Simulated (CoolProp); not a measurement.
Saturation properties of hexamethyldisiloxane (MM).

Model: reference Helmholtz-energy equation of state, Thol 2016, in CoolProp.

```tsv
T (K)	p (MPa)	vapour Z	surface tension (mN/m)
326.5	0.02014	0.9798	12.9
336	0.02918	0.9737	12.1
345.6	0.04137	0.9663	11.3
355.1	0.05713	0.9577	10.5
364.7	0.07752	0.9475	9.77
374.2	0.1029	0.9359	9.01
383.7	0.1344	0.9226	8.26
393.3	0.1732	0.9074	7.52
402.8	0.2196	0.8906	6.80
412.4	0.2756	0.8715	6.10
421.9	0.3411	0.8504	5.41
431.5	0.4186	0.8268	4.74
441	0.5078	0.8008	4.09
450.5	0.6107	0.7719	3.47
460.1	0.7302	0.7395	2.86
```

It boils at 373.7 K under 1 atm.

Surface tension comes from a separate correlation (Mulero 2014), older than this fluid's equation and unchecked against measurements.
